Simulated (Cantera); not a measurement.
Charge: 1 mol V, 7.7 mol N2, 36 mol H2, at 1.33 mbar.

These are equilibrium values from Cantera (NASA tables, ideal gas, pure condensed phases), not measurements of a reactor. Candidate condensed phases: V, VN; 11 gas species. Condensed phases not in the tables: V2N, N, O or C dissolved in the metal. The numbers say what is thermodynamically allowed, not how fast it happens.

At 1973 K, list the 4 most abundant gas species with their mole fractions, and the condensed phases.

H2 0.793, N2 0.173, H 0.0329, V 0.00114. Condensed: V(s).
